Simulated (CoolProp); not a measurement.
Computed with CoolProp (reference Helmholtz-energy equation of state, Wagner 2002).

Problem. Give the vapour pressure (MPa), liquid density (kg/m³), surface tension (mN/m), liquid viscosity (µPa s) of saturated water at 621.5 K.

Solution. 
| T (K) | p (MPa) | liquid density (kg/m³) | surface tension (mN/m) | liquid viscosity (µPa s) |
|---|---|---|---|---|
| 621.5 | 16.2 | 581 | 3.96 | 66.6 |

Viscosity comes from a separate model (Huber 2009). Surface tension comes from a separate correlation (Mulero 2012).
